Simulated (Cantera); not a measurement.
**Low-pressure radical oxidation in H2/O2**

An isothermal, constant-pressure homogeneous reactor starts with 0.859 % H2, 33.0 % O2, 66.1 % N2, equivalence ratio 0.013, at 1375 K and 20.0 Torr.

Model: GRI-Mech 3.0 (53 species, 325 reactions), integrated in Cantera. Radical loss at walls, strong at low pressure, is not modelled.

```json
[
 {"t (s)": "0.000200", "x H2": "0.00859", "x O2": "0.330", "x OH": "1.89e-8", "x O": "2.14e-8", "x HO2": "1.87e-8", "x H": "7.35e-9"},
 {"t (s)": "0.000773", "x H2": "0.00859", "x O2": "0.330", "x OH": "4.28e-7", "x O": "5.23e-7", "x HO2": "7.28e-8", "x H": "1.17e-7"},
 {"t (s)": "0.00299", "x H2": "0.00319", "x O2": "0.326", "x OH": "0.00177", "x O": "0.00344", "x HO2": "9.70e-7", "x H": "0.000698"},
 {"t (s)": "0.0116", "x H2": "7.65e-5", "x O2": "0.323", "x OH": "0.000995", "x O": "0.00653", "x HO2": "6.73e-7", "x H": "0.000537"},
 {"t (s)": "0.0447", "x H2": "5.99e-5", "x O2": "0.324", "x OH": "0.000881", "x O": "0.00503", "x HO2": "6.04e-7", "x H": "0.000364"},
 {"t (s)": "0.173", "x H2": "2.77e-5", "x O2": "0.326", "x OH": "0.000602", "x O": "0.00226", "x HO2": "4.13e-7", "x H": "0.000111"},
 {"t (s)": "0.669", "x H2": "5.35e-6", "x O2": "0.327", "x OH": "0.000265", "x O": "0.000425", "x HO2": "1.53e-7", "x H": "9.17e-6"},
 {"t (s)": "2.59", "x H2": "6.16e-7", "x O2": "0.328", "x OH": "9.03e-5", "x O": "4.86e-5", "x HO2": "3.12e-8", "x H": "3.57e-7"},
 {"t (s)": "10.0", "x H2": "8.36e-8", "x O2": "0.328", "x OH": "3.33e-5", "x O": "6.60e-6", "x HO2": "1.12e-8", "x H": "1.79e-8"}
]
```
x: mole fraction; the columns are a selection and need not sum to one.

Equilibrium at this temperature and pressure: H2 2.84e-8, O2 0.327, OH 1.94e-5, O 2.24e-6, HO2 1.21e-8, H 3.56e-9 (gas phase only).
